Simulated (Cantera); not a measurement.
Ignition delay

Mixture: 9.70 % CH3OH, 19.0 % O2, 71.3 % N2, at 100000 Pa, adiabatic and at constant pressure. Ignition delay is the time to a rise of 400 K.

Detailed kinetics in Cantera: GRI-Mech 3.0 (53 species, 325 reactions). GRI-Mech 3.0 was tuned for natural gas; its chemistry of methanol as a main component is partial and can be far from experiment.

```csv
T0 (K),delay (ms)
1200,10.2
1275,3.24
1350,1.21
1425,0.514
1500,0.247
1575,0.131
1650,0.0749
1725,0.0455
1800,0.0290
```

```json
{
 "apparent activation energy between 1650 and 1800 K": "160 kJ/mol"
}
```
